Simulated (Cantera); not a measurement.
**Pyrogenic steam for wet oxidation**

An isothermal, constant-pressure homogeneous reactor starts with 31.9 % H2, 21.3 % O2, 46.8 % N2, equivalence ratio 0.75, at 975 K and 89000 Pa.

Detailed kinetics in Cantera: GRI-Mech 3.0 (53 species, 325 reactions). The temperature is held fixed by assumption; the heat of reaction is taken as removed at once.

```
t (s)         x H2    x O2     x HO2      x NO    x NO2
--------  --------  ------  --------  --------  -------
1.00e-5      0.319   0.213  3.60e-10    <1e-12   <1e-12
7.50e-5      0.319   0.213   1.88e-8    <1e-12   <1e-12
0.000562     0.182   0.148  0.000234   6.16e-8  2.39e-9
0.00422      0.180   0.147   5.88e-5   1.58e-8  4.83e-8
0.0316       0.169   0.142   9.94e-5   2.51e-8  3.92e-8
0.237       0.0788  0.0999   7.58e-5   2.07e-8  4.57e-8
1.78      0.000913  0.0637   6.02e-6   2.93e-9  6.59e-8
13.3       1.60e-5  0.0633   2.35e-7  7.66e-10  6.81e-8
100       6.96e-11  0.0633  4.90e-10   6.64e-8  2.41e-9
```
x: mole fraction; the columns are a selection and need not sum to one.

Equilibrium at this temperature and pressure: H2 6.56e-11, O2 0.0633, HO2 4.76e-10, NO 1.10e-5, NO2 3.64e-7 (gas phase only).
